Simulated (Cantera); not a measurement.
Charge: 1 mol CuO, 49 mol HF, held at 1050 K and 15000 Pa.

Equilibrium computed with Cantera from the NASA thermochemical tables; the gas is ideal and each condensed phase is pure. Candidate condensed phases: Cu, CuF2, CuO, Cu(OH)2, Cu2O, H2O; 27 gas species. Mutual solubility and eutectic melting of coexisting phases are not modelled. The numbers say what is thermodynamically allowed, not how fast it happens.

Base state: HF 0.995, O2 0.00394, H2O 0.000620, CuF2 0.000339, CuF 6.37e-5 (mole fractions); condensed: CuF2(s) + CuO(s) + Cu2O(s).

What changes in the equilibrium state with this change: pressure from 15000 Pa to 860 Pa?


| species | before | after |
|---|---|---|
| HF | 0.995 | 0.994 |
| O2 | 0.00394 | 0.00501 |
| H2O | 0.000620 | 0.000421 |
| CuF | 6.37e-5 | 0.000323 |
| CuF2 | 0.000339 | 0.000259 |
| CuF2(s), mol | 0.0123 | 0 |
| CuO(s), mol | 0.196 | 0 |
| Cu2O(s), mol | 0.386 | 0.486 |
